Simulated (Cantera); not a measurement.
Charge: 1 mol AlCl₃, 1.4 mol HCl, 6.7 mol N₂, held at 1725 K and 10000 Pa.

Method: chemical equilibrium by Gibbs-energy minimisation in Cantera with the NASA 1993 tables (ideal gas, pure condensed phases). The tables' values for AlCl₂ are old estimates; treat these amounts as uncertain. Rates play no part.

```
species    before     after
-------  --------  --------
N₂          0.735     0.736
HCl         0.152     0.153
AlCl₃       0.109     0.110
Cl        0.00258  0.000703
AlCl      4.01e-5   1.12e-6
H         1.57e-5   1.66e-6
AlCl₂     0.00108  0.000137
H₂       0.000718  0.000288
Cl₂       1.39e-5   7.72e-6
```
Gas species are given as mole fractions.

Problem. Name the change that produced these shifts.
A. temperature from 1725 K to 2148 K
B. temperature from 1725 K to 1650 K
C. temperature from 1725 K to 1548.15 K
D. temperature from 1725 K to 1923.15 K

Solution. C, temperature from 1725 K to 1548.15 K
